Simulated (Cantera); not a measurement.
Mixture: CH4 : O2 : N2 : CO2 = 1 : 2.56 : 6.67 : 0.66 (molar parts), equivalence ratio 0.78, at 3750 Torr, adiabatic and at constant volume. Ignition delay is the time to a rise of 400 K.

Detailed kinetics in Cantera: GRI-Mech 3.0 (53 species, 325 reactions).

Q: Predict: delay at 1075 K; delay at 1175 K; delay at 1275 K; delay at 1375 K; delay at 1475 K; delay at 1575 K; delay at 1675 K; apparent activation energy between 1475 and 1675 K.

A: 
```
Item                                                     Value
--------------------------------------------------  ----------
delay at 1075 K                                        38.5 ms
delay at 1175 K                                        9.38 ms
delay at 1275 K                                        2.64 ms
delay at 1375 K                                       0.839 ms
delay at 1475 K                                       0.298 ms
delay at 1575 K                                       0.118 ms
delay at 1675 K                                        51.8 µs
apparent activation energy between 1475 and 1675 K  180 kJ/mol
```
